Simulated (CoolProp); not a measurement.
Vapour-liquid equilibrium of cis-2-butene (1) + acetone (2) at 11.2 kPa; x and y are mole fractions of (1).

Computed with CoolProp (multi-fluid Helmholtz-energy mixture model, Lemmon 2005 and Lemmon 2006; pair parameters Bell 2016).

Problem. Give the bubble temperature and the first vapour's composition at x = 0.65, 0.8, 0.95. Is there an azeotrope?

Solution. x = 0.65: 232.4 K, y = 0.956; x = 0.8: 231.9 K, y = 0.961; x = 0.95: 230.8 K, y = 0.983. No azeotrope shows between x = 0.05 and 0.95.

The pair parameters rest on a limited set of measurements; away from them the model extrapolates. With so large a gap from Raoult's law the liquid may split in two, which this calculation doesn't test in full.
